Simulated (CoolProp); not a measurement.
CHF3 (R23) along the isotherm 306.4 K: fugacity coefficient from the reference equation and from simpler models built on Tc = 299.3 K, pc = 4.832 MPa, ω = 0.263; each cubic takes its own stable root.

Computed with CoolProp (reference Helmholtz-energy equation of state, Penoncello 2003).

| p (MPa) | phase | reference |
|---|---|---|
| 2.68 | gas | 0.8208 |
| 5.37 | supercritical | 0.6435 |
| 8.05 | supercritical | 0.4778 |
| 10.7 | supercritical | 0.3902 |
| 13.4 | supercritical | 0.3369 |
| 16.1 | supercritical | 0.3021 |
| 18.8 | supercritical | 0.2782 |
| 21.5 | supercritical | 0.2610 |
| 24.2 | supercritical | 0.2485 |

### Question
How far does each simpler model (van der Waals, Redlich-Kwong, Soave-Redlich-Kwong, Peng-Robinson) lie from the reference over these 9 states: mean and median of the absolute difference, and the worst?

### Answer
- van der Waals: mean 17.9 %, median 17.6 %, worst +34.4 % at 306.4 K and 24.2 MPa
- Redlich-Kwong: mean 7.3 %, median 7.7 %, worst +13.2 % at 306.4 K and 24.2 MPa
- Soave-Redlich-Kwong: mean 9.0 %, median 9.7 %, worst +15.5 % at 306.4 K and 24.2 MPa
- Peng-Robinson: mean 2.5 %, median 2.6 %, worst +4.4 % at 306.4 K and 24.2 MPa
